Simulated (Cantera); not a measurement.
**Ignition delay**

Mixture: 3.95 % CH4, 2.96 % H2, 19.6 % O2, 73.5 % N2, equivalence ratio 0.48, at 37000 Pa, adiabatic and at constant volume. Ignition delay is the time to a rise of 400 K.

Cantera simulation using GRI-Mech 3.0 (53 species, 325 reactions); the numbers are that mechanism's predictions, not measurements.

```tsv
T0 (K)	delay (ms)
1000	12.9
1050	7.24
1100	4.33
1150	2.73
1200	1.80
1250	1.24
```

| Property | Value |
|---|---|
| apparent activation energy between 1150 and 1250 K | 95 kJ/mol |
